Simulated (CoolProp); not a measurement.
R227EA along the isobar 3.1 MPa: fugacity coefficient from the reference equation and from simpler models built on Tc = 374.9 K, pc = 2.925 MPa, ω = 0.358; each cubic takes its own stable root.

Computed with CoolProp (reference Helmholtz-energy equation of state, Lemmon 2016).

```json
[
 {"T (K)": "185.7", "phase": "liquid", "reference": "0.0004113", "van der Waals": "0.03243", "Redlich-Kwong": "0.002314", "Peng-Robinson": "0.0004519"},
 {"T (K)": "199.1", "phase": "liquid", "reference": "0.001306", "van der Waals": "0.04968", "Redlich-Kwong": "0.005768", "Peng-Robinson": "0.001385"},
 {"T (K)": "212.6", "phase": "liquid", "reference": "0.003498", "van der Waals": "0.07216", "Redlich-Kwong": "0.01246", "Peng-Robinson": "0.003620"},
 {"T (K)": "226.1", "phase": "liquid", "reference": "0.008103", "van der Waals": "0.1000", "Redlich-Kwong": "0.02390", "Peng-Robinson": "0.008250"},
 {"T (K)": "239.6", "phase": "liquid", "reference": "0.01667", "van der Waals": "0.1333", "Redlich-Kwong": "0.04163", "Peng-Robinson": "0.01680"},
 {"T (K)": "253", "phase": "liquid", "reference": "0.03096", "van der Waals": "0.1716", "Redlich-Kwong": "0.06681", "Peng-Robinson": "0.03100"},
 {"T (K)": "266.5", "phase": "liquid", "reference": "0.05322", "van der Waals": "0.2153", "Redlich-Kwong": "0.1008", "Peng-Robinson": "0.05311"},
 {"T (K)": "280", "phase": "liquid", "reference": "0.08534", "van der Waals": "0.2635", "Redlich-Kwong": "0.1441", "Peng-Robinson": "0.08502"},
 {"T (K)": "293.5", "phase": "liquid", "reference": "0.1290", "van der Waals": "0.3158", "Redlich-Kwong": "0.1966", "Peng-Robinson": "0.1284"},
 {"T (K)": "306.9", "phase": "liquid", "reference": "0.1848", "van der Waals": "0.3711", "Redlich-Kwong": "0.2574", "Peng-Robinson": "0.1839"},
 {"T (K)": "320.4", "phase": "liquid", "reference": "0.2538", "van der Waals": "0.4293", "Redlich-Kwong": "0.3263", "Peng-Robinson": "0.2524"},
 {"T (K)": "333.9", "phase": "liquid", "reference": "0.3352", "van der Waals": "0.4893", "Redlich-Kwong": "0.4013", "Peng-Robinson": "0.3329"},
 {"T (K)": "347.4", "phase": "liquid", "reference": "0.4272", "van der Waals": "0.5498", "Redlich-Kwong": "0.4802", "Peng-Robinson": "0.4231"},
 {"T (K)": "360.8", "phase": "liquid", "reference": "0.5259", "van der Waals": "0.6091", "Redlich-Kwong": "0.5593", "Peng-Robinson": "0.5181"}
]
```
